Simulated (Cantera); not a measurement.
Input (Python, Cantera) and output of one run.

```python
import numpy as np
import cantera as ct

gas_names = """
    Cu CuF CuF2 Cu2 F F2 H HF H2 H2F2 H3F3 H4F4 H5F5 H6F6 H7F7
""".split()
cond_names = """
    Cu(cr) Cu(L) CuF2(s) CuF2(L)
""".split()


def load(file, names, dense=False):
    # The tables refer to 1 bar. Condensed volumes are neglected.
    table = {s.name: s for s in ct.Species.list_from_file(file)}
    out = []
    for n in names:
        d = dict(table[n].input_data)
        d["thermo"] = dict(d["thermo"], **{"reference-pressure": 1e5})
        if dense:
            d["equation-of-state"] = {"model": "constant-volume", "density": "1e6 g/cm^3"}
        out.append(ct.Species.from_dict(d))
    return out


gas = ct.Solution(thermo="ideal-gas", species=load("nasa_gas.yaml", gas_names))
cond = {s.name: ct.Solution(thermo="fixed-stoichiometry", species=[s], name=s.name)
        for s in load("nasa_condensed.yaml", cond_names, dense=True)}
atoms = {
    'CuF2': {'Cu': 1, 'F': 2},
    'HF': {'H': 1, 'F': 1},
    'H2': {'H': 2},
}
top_T = {}  # K; cautious upper limits of use, not melting points


def equilibrate(T, P, feed):
    n = {}
    for name, mol in feed.items():
        for a, k in atoms[name].items():
            n[a] = n.get(a, 0.0) + k * mol
    gas.TPX = T, P, n
    mass = sum(n.values()) * gas.mean_molecular_weight
    gas.equilibrate("TP")
    valid = [c for c in cond.values() if c.min_temp <= T <= top_T.get(c.name, c.max_temp)]
    mix = ct.Mixture([(gas, mass / gas.mean_molecular_weight)] + [(c, 0.0) for c in valid])
    mix.T, mix.P = T, P
    mix.equilibrate("TP", solver="vcs", rtol=1e-11, max_steps=5000)
    return mix


results = []
feed = {'CuF2': 1, 'HF': 0.96, 'H2': 3.8}  # mol
P = 47000  # Pa
for T in [1023, 1098, 1173, 1248, 1323, 1398, 1473, 1548, 1623]:
    mix = equilibrate(T, P, feed)
    results.append((T, P, feed, dict(zip(mix.species_names, mix.species_moles))))

top = {s: max(r[3][s] / sum(r[3][g] for g in gas_names) for r in results) for s in gas_names}
cols = sorted((s for s in top if top[s] > 1e-06), key=lambda s: -top[s])[:5]
seen = [c for c in cond_names if any(r[3].get(c, 0) > 1e-12 for r in results)]
print("log10 of partial pressures in bar; condensed amounts in mol")
print(f"{'T/K':>10s}" + "".join(f"{s[:9]:>10s}" for s in cols + seen))
for T, P, feed, n in results:
    ng = sum(n[g] for g in gas_names)
    print(f"{T:10.4g}" + "".join(f"{np.log10(max(n[s] / ng * P / 1e5, 1e-99)):10.3f}" for s in cols)
          + "".join(f"{n.get(c, 0):10.4g}" for c in seen))
```

Output:

```
log10 of partial pressures in bar; condensed amounts in mol
       T/K        HF        H2        Cu         H       CuF    Cu(cr)     Cu(L)
      1023    -0.617    -0.641   -10.415    -8.704    -9.276         1         0
      1098    -0.617    -0.641    -9.254    -7.927    -8.383         1         0
      1173    -0.617    -0.641    -8.243    -7.249    -7.607         1         0
      1248    -0.617    -0.641    -7.356    -6.651    -6.925         1         0
      1323    -0.617    -0.641    -6.571    -6.120    -6.322         1         0
      1398    -0.617    -0.641    -5.887    -5.646    -5.800         0         1
      1473    -0.617    -0.641    -5.286    -5.218    -5.344         0    0.9999
      1548    -0.617    -0.641    -4.745    -4.832    -4.934         0    0.9996
      1623    -0.617    -0.641    -4.255    -4.481    -4.564         0     0.999
```

Method: chemical equilibrium by Gibbs-energy minimisation in Cantera with the NASA 1993 tables (ideal gas, pure condensed phases).
